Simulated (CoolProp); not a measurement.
Values from CoolProp's reference Helmholtz-energy equation of state, Lemmon 2006. It is a short technical equation, of lower accuracy than the large ones.

**Question.** Give the vapour pressure (MPa), liquid density (kg/m³), vapour density (kg/m³), enthalpy of vaporisation (kJ/kg) of saturated acetone at -13.45, 32.35, 47.65 °C.

**Answer.** 
```csv
T (°C),p (MPa),liquid density (kg/m³),vapour density (kg/m³),enthalpy of vaporisation (kJ/kg)
-13.45,0.00436,827,0.118,572
32.35,0.0418,776,0.986,527
47.65,0.0753,759,1.71,511
```
